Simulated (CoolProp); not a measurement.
Vapour-liquid equilibrium of hydrogen sulfide (1) + toluene (2) at 335.9 K; x and y are mole fractions of (1).

Computed with CoolProp (multi-fluid Helmholtz-energy mixture model, Lemmon 2006 and Lemmon 2006; pair parameters Bell 2016).

```csv
x,bubble pressure (kPa),y at the bubble point,dew pressure at overall composition x (kPa),liquid density (mol/L)
0.05,220.9,0.906,21.75,9.284
0.2,736.3,0.972,25.86,10.34
0.35,1240,0.984,31.84,11.60
0.5,1815,0.990,41.42,13.11
0.65,2503,0.994,59.23,(withheld)
0.8,3314,0.996,103.8,17.05
0.95,(withheld),0.999,418.1,(withheld)
```

Q: Some entries are withheld; supply them.

A: 
- 0.65, liquid density (mol/L): 14.93
- 0.95, bubble pressure (kPa): 4242
- 0.95, liquid density (mol/L): 19.13

No azeotrope shows between x = 0.05 and 0.95.

Pair parameters are fitted to limited data, so mixtures are less certain than the pure fluids.
